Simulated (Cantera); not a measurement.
What does this Cantera script print?

```python
import numpy as np
import cantera as ct

gas_names = """
    H HI HO2 H2 H2O H2O2 I I2 Mg MgH MgI MgI2 MgO MgOH MgO2H2 Mg2 O OH O2 O3
""".split()
cond_names = """
    H2O(s) H2O(L) I2(cr) I2(L) Mg(cr) Mg(L) MgI2(s) MgI2(L) MgO(s) MgO(L) MgO2H2(s)
""".split()


# ... load() reads the species with a 1 bar reference pressure and builds the phases ...
atoms = {
    'MgO': {'Mg': 1, 'O': 1},
    'HI': {'H': 1, 'I': 1},
    'O2': {'O': 2},
    'I2': {'I': 2},
}
top_T = {}  # K; cautious upper limits of use, not melting points


# ... equilibrate(T, P, feed) seeds the gas with the atoms and calls Mixture.equilibrate('TP', solver="vcs", rtol=1e-11, max_steps=5000) ...
results = []
feed = {'MgO': 1, 'HI': 0.23, 'O2': 0.046, 'I2': 0.41}  # mol
P = 16000  # Pa
for T in [700, 775, 850, 925, 1000, 1075, 1150, 1225, 1300, 1375, 1450, 1525, 1600, 1675]:
    mix = equilibrate(T, P, feed)
    results.append((T, P, feed, dict(zip(mix.species_names, mix.species_moles))))
    x = sorted(zip(gas.X, gas.species_names), reverse=True)
    print(f"T = {T:g} K  P = {P:g} Pa  gas = {mix.phase_moles(0):.4g} mol")
    print("   x: " + "  ".join(f"{s} {v:.3e}" for v, s in x if v > 0.001))
    print("   condensed (mol): " + ("  ".join(f"{mix.phase(i).name} {mix.phase_moles(i):.4g}"
          for i in range(1, mix.n_phases) if mix.phase_moles(i) > 1e-12) or "none"))
```

Result:

```
T = 700 K  P = 16000 Pa  gas = 0.6408 mol
   x: I2 7.824e-01  H2O 1.436e-01  HI 7.156e-02  I 2.363e-03
   condensed (mol): MgO(s) 1
T = 775 K  P = 16000 Pa  gas = 0.6427 mol
   x: I2 7.770e-01  H2O 1.431e-01  HI 7.129e-02  I 8.397e-03
   condensed (mol): MgO(s) 1
T = 850 K  P = 16000 Pa  gas = 0.6477 mol
   x: I2 7.633e-01  H2O 1.420e-01  HI 7.068e-02  I 2.376e-02
   condensed (mol): MgO(s) 1
T = 925 K  P = 16000 Pa  gas = 0.6585 mol
   x: I2 7.344e-01  H2O 1.397e-01  HI 6.946e-02  I 5.620e-02
   condensed (mol): MgO(s) 1
T = 1000 K  P = 16000 Pa  gas = 0.6789 mol
   x: I2 6.823e-01  H2O 1.355e-01  I 1.146e-01  HI 6.729e-02
   condensed (mol): MgO(s) 1
T = 1075 K  P = 16000 Pa  gas = 0.7132 mol
   x: I2 6.014e-01  I 2.053e-01  H2O 1.290e-01  HI 6.396e-02
   condensed (mol): MgO(s) 1
T = 1150 K  P = 16000 Pa  gas = 0.7649 mol
   x: I2 4.934e-01  I 3.265e-01  H2O 1.203e-01  HI 5.951e-02
   condensed (mol): MgO(s) 1
T = 1225 K  P = 16000 Pa  gas = 0.8334 mol
   x: I 4.641e-01  I2 3.707e-01  H2O 1.104e-01  HI 5.441e-02
   condensed (mol): MgO(s) 1
T = 1300 K  P = 16000 Pa  gas = 0.9112 mol
   x: I 5.952e-01  I2 2.538e-01  H2O 1.010e-01  HI 4.942e-02
   condensed (mol): MgO(s) 1
T = 1375 K  P = 16000 Pa  gas = 0.9846 mol
   x: I 6.999e-01  I2 1.606e-01  H2O 9.352e-02  HI 4.518e-02
   condensed (mol): MgO(s) 0.9999
T = 1450 K  P = 16000 Pa  gas = 1.042 mol
   x: I 7.719e-01  I2 9.678e-02  H2O 8.840e-02  HI 4.179e-02  H2 1.043e-03
   condensed (mol): MgO(s) 0.9999
T = 1525 K  P = 16000 Pa  gas = 1.082 mol
   x: I 8.166e-01  H2O 8.526e-02  I2 5.747e-02  HI 3.890e-02  H2 1.612e-03
   condensed (mol): MgO(s) 0.9998
T = 1600 K  P = 16000 Pa  gas = 1.107 mol
   x: I 8.432e-01  H2O 8.342e-02  HI 3.612e-02  I2 3.448e-02  H2 2.440e-03
   condensed (mol): MgO(s) 0.9997
T = 1675 K  P = 16000 Pa  gas = 1.122 mol
   x: I 8.593e-01  H2O 8.235e-02  HI 3.319e-02  I2 2.120e-02  H2 3.517e-03
   condensed (mol): MgO(s) 0.9996
```

These are equilibrium values from Cantera (NASA tables, ideal gas, pure condensed phases), not measurements of a reactor.
